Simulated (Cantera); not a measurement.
Feed: 1 mol CaCO₃, 2.4 mol O₂, 2.8 mol H₂O, equilibrated at 0.650 bar.

These are equilibrium values from Cantera (NASA tables, ideal gas, pure condensed phases), not measurements of a reactor. Candidate condensed phases: C, C₆H₆, C₇H₈, C₈H₁₈, Ca, CaCO₃, CaO, Ca(OH)₂, H₂O; 115 gas species. The numbers say what is thermodynamically allowed, not how fast it happens.

Which condensed phases are stable at each of these points (T (K)): 875, 975, 1075, 1175, 1275, 1375, 1475, 1575?


| T (K) | condensed phases | Ca condensed (%) |
|---|---|---|
| 875 | CaCO₃(calcite) + CaO(s) | 100.0 |
| 975 | CaCO₃(calcite) + CaO(s) | 100.0 |
| 1075 | CaO(s) | 100.0 |
| 1175 | CaO(s) | 100.0 |
| 1275 | CaO(s) | 100.0 |
| 1375 | CaO(s) | 100.0 |
| 1475 | CaO(s) | 100.0 |
| 1575 | CaO(s) | 100.0 |

From 875 K to 975 K the condensed part is CaCO₃(calcite) + CaO(s). From 1075 K to 1575 K the condensed part is CaO(s).
